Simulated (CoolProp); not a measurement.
Hexamethyldisiloxane (MM) at several states: fugacity coefficient from the reference equation and from simpler models built on Tc = 245.6 °C, pc = 1931 kPa, ω = 0.418; each cubic takes its own stable root.

Values from CoolProp's reference Helmholtz-energy equation of state, Thol 2016.

| T (°C) | p (kPa) | phase | reference | van der Waals | Redlich-Kwong | Soave-Redlich-Kwong | Peng-Robinson |
|---|---|---|---|---|---|---|---|
| 317.25 | 6680 | supercritical | 0.4784 | 0.4611 | 0.4533 | 0.5144 | 0.4770 |
| 151.05 | 82.3 | gas | 0.9694 | 0.9797 | 0.9745 | 0.9713 | 0.9694 |
| 130.85 | 92.8 | gas | 0.9590 | 0.9743 | 0.9671 | 0.9622 | 0.9600 |
| -41.75 | 64.6 | liquid | 0.0008349 | 0.3621 | 0.01204 | 0.0008780 | 0.001043 |
